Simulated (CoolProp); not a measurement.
Properties of methane along the isobar 3590 kPa (Tc = -82.6 °C, pc = 4599 kPa, ω = 0.011).

Computed with CoolProp (reference Helmholtz-energy equation of state, Setzmann 1991).

```csv
T (°C),phase,Joule-Thomson coefficient (K/MPa),expansivity (1/kK),conductivity (mW/(m K))
-95.95,liquid,0.8599,13.88,92.6
-82.25,gas,11.00,19.89,31.4
-68.45,gas,9.274,11.72,28.6
-54.75,gas,8.008,8.803,28.9
-41.05,gas,7.021,7.212,29.8
-27.25,gas,6.214,6.182,31.0
-13.55,gas,5.546,5.459,32.3
0.25,gas,4.974,4.911,33.8
13.95,gas,4.484,4.483,35.4
27.65,gas,4.055,4.136,37.1
41.45,gas,3.675,3.845,38.9
55.15,gas,3.340,3.601,40.8
68.95,gas,3.039,3.388,42.7
```

Thermal conductivity comes from a separate model (Friend 1989).
